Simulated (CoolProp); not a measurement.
A simple Rankine cycle with n-octane: condensing at 309.15 K, boiler at 0.121 MPa, turbine inlet 555.4 K, turbine efficiency 0.85, pump efficiency 0.6, no recuperator. Each further row changes one setting.

Computed with CoolProp (reference Helmholtz-energy equation of state, Beckmüller 2019).

```json
[
 {"case": "as stated", "thermal efficiency (%)": "12.8", "net work (kJ/kg)": "116", "heat in (kJ/kg)": "902", "turbine exit temperature (K)": "510.2", "volume ratio over the turbine": "33.4"},
 {"case": "turbine inlet 575.4 K", "thermal efficiency (%)": "12.6", "net work (kJ/kg)": "…", "heat in (kJ/kg)": "…", "turbine exit temperature (K)": "529.8", "volume ratio over the turbine": "33.4"},
 {"case": "condensing temperature 301.15 K", "thermal efficiency (%)": "…", "net work (kJ/kg)": "129", "heat in (kJ/kg)": "…", "turbine exit temperature (K)": "505.0", "volume ratio over the turbine": "50.7"},
 {"case": "boiler pressure 0.0847 MPa", "thermal efficiency (%)": "…", "net work (kJ/kg)": "105", "heat in (kJ/kg)": "…", "turbine exit temperature (K)": "514.8", "volume ratio over the turbine": "23.5"},
 {"case": "turbine efficiency 0.75", "thermal efficiency (%)": "…", "net work (kJ/kg)": "102", "heat in (kJ/kg)": "902", "turbine exit temperature (K)": "…", "volume ratio over the turbine": "33.8"}
]
```

Complete the blanks.


- turbine inlet 575.4 K, net work (kJ/kg): 120
- turbine inlet 575.4 K, heat in (kJ/kg): 958
- condensing temperature 301.15 K, thermal efficiency (%): 14.0
- condensing temperature 301.15 K, heat in (kJ/kg): 920
- boiler pressure 0.0847 MPa, thermal efficiency (%): 11.6
- boiler pressure 0.0847 MPa, heat in (kJ/kg): 903
- turbine efficiency 0.75, thermal efficiency (%): 11.3
- turbine efficiency 0.75, turbine exit temperature (K): 515.6
